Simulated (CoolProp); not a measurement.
A closed Brayton cycle with carbon dioxide: compressor inlet 329.15 K and 7.6 MPa, high pressure 17.9 MPa, turbine inlet 825 K, compressor efficiency 0.85, turbine efficiency 0.93, recuperator effectiveness 0.9 (on enthalpy, no pinch check). Each further row changes one setting.

Computed with CoolProp (reference Helmholtz-energy equation of state, Span 1996).

| case | thermal efficiency (%) | net work (kJ/kg) | compressor to turbine work | compressor exit (K) | turbine exit (K) |
|---|---|---|---|---|---|
| as stated | 32.8 | 69.7 | 0.40 | 405.4 | 719.4 |
| turbine inlet 775 K | 31.0 | 61.8 | 0.43 | 405.4 | 673.4 |
| compressor inlet 339.15 K | 31.9 | 65.1 | 0.44 | 418.8 | 719.4 |
| high pressure 15.2 MPa | 31.4 | 58.8 | 0.39 | 390.3 | 739.1 |
| recuperator effectiveness 0.5 | 19.6 | 69.7 | 0.40 | 405.4 | 719.4 |
